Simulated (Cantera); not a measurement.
A perfectly stirred reactor is fed with N₂O : H₂O = 1 : 0.024 (molar parts), at 20.0 Torr; it is held at 1600 K, and followed from long to short residence time.

Detailed kinetics in Cantera: GRI-Mech 3.0 (53 species, 325 reactions). GRI-Mech 3.0 was tuned for natural gas; its chemistry of N2O as a main component is partial and can be far from experiment. Radical loss at walls, strong at low pressure, is not modelled. The temperature is held fixed by assumption; the heat of reaction is taken as removed at once.

| quantity | before | after |
|---|---|---|
| x(N₂O) at τ = 0.550 s | 0.190 | 0.713 |
| x(H₂O) at τ = 0.550 s | 0.0171 | 0.0213 |
| x(H₂) at τ = 0.550 s | 2.71e-6 | 2.88e-7 |
| x(O) at τ = 0.550 s | 0.000154 | 2.43e-5 |
| x(N₂) at τ = 0.550 s | 0.465 | 0.162 |
| x(N₂O) at τ = 25.0 ms | 0.818 | 0.960 |
| x(H₂O) at τ = 25.0 ms | 0.0220 | 0.0233 |
| x(H₂) at τ = 25.0 ms | 1.78e-6 | 3.75e-7 |
| x(O) at τ = 25.0 ms | 0.000172 | 2.60e-5 |
| x(N₂) at τ = 25.0 ms | 0.0927 | 0.0100 |

Task: Which change was made?
(A) N2O 1 to 1.8 parts
(B) temperature 1600 to 1398 K
(C) H2O 0.024 to 0.083 parts
(D) temperature 1600 to 1500 K

Result: B, temperature 1600 to 1398 K
